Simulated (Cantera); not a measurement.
A closed system holds: 1 mol MgO, 1.3 mol H2S, 2.5 mol O2, equilibrated at 25000 Pa.

These are equilibrium values from Cantera (NASA tables, ideal gas, pure condensed phases), not measurements of a reactor. Candidate condensed phases: H2O, H2SO4, Mg, MgO, Mg(OH)2, MgS, MgSO4, S; 26 gas species. Rates play no part. All values below are at 748 K.

Base state: H2O 0.812, SO2 0.125, SO3 0.0603, H2SO4 0.00216, O2 9.93e-5 (mole fractions); condensed: MgSO4(s).

What changes in the equilibrium state with this change: pressure from 25000 Pa to 1330 Pa?


```
species         before     after
-------------  -------  --------
H2O              0.812     0.811
SO2              0.125     0.128
SO3             0.0603    0.0589
H2SO4          0.00216  0.000112
O2             9.93e-5   0.00170
MgSO4(s), mol     1.00      1.00
```

What changes in the equilibrium state with this change: MgO replaced by MgCO3?


```csv
species,before,after
H2O,0.812,0.500
CO2,0,0.385
SO2,0.125,0.0772
SO3,0.0603,0.0375
H2SO4,0.00216,0.000825
O2,9.93e-5,0.000101
"MgSO4(s), mol",1.00,1.00
```
Further candidate phases: C, C6H6, C7H8, C8H18, MgCO3.

What changes in the equilibrium state with this change: H2S from 1.3 to 0.38 mol?


```
species         before  after
-------------  -------  -----
O2             9.93e-5  0.821
H2O              0.812  0.179
SO3             0.0603  <1e-9
SO2              0.125  <1e-9
H2SO4          0.00216  <1e-9
MgSO4(s), mol     1.00  0.380
MgO(s), mol          0  0.620
```
